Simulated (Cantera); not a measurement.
Gas mixture: 38.9 % H2O, 61.1 % O2, at 0.0263 atm, frozen composition.

Cantera's kinetic-theory transport with the Lennard-Jones parameters of GRI-Mech 3.0, ideal gas; thermal conductivity in the multicomponent form. Polar gases are described roughly by these parameters.

D: mixture-averaged diffusion coefficient of that species in the mixture.

| T (K) | ρ (kg/m³) | cp (J/kg/K) | μ (µPa s) | λ (mW/m/K) | Pr | D (cm²/s) CH4 | D (cm²/s) CH3 | D (cm²/s) NO |
|---|---|---|---|---|---|---|---|---|
| 400 | 0.0213 | 1195 | (withheld) | 36.9 | 0.685 | 14.6 | 14.8 | 13.6 |
| 550 | 0.0155 | 1251 | (withheld) | 51.1 | 0.675 | 26.0 | 26.2 | 23.9 |
| 700 | 0.0122 | 1309 | (withheld) | 65.2 | 0.672 | 39.7 | 40.0 | 36.2 |
| 850 | 0.0100 | 1360 | (withheld) | 79.1 | 0.671 | 55.5 | 55.9 | 50.5 |
| 1000 | 0.00851 | 1408 | (withheld) | 92.8 | 0.670 | 73.3 | 73.8 | 66.6 |
| 1150 | 0.00740 | 1450 | (withheld) | 106 | 0.670 | 93.0 | 93.5 | 84.3 |
| 1300 | 0.00655 | 1488 | (withheld) | 119 | 0.670 | 114 | 115 | 104 |

Task: Fill in the missing entries.

Result: 
- 400, μ (µPa s): 21.2
- 550, μ (µPa s): 27.6
- 700, μ (µPa s): 33.5
- 850, μ (µPa s): 39.0
- 1000, μ (µPa s): 44.2
- 1150, μ (µPa s): 49.1
- 1300, μ (µPa s): 53.8
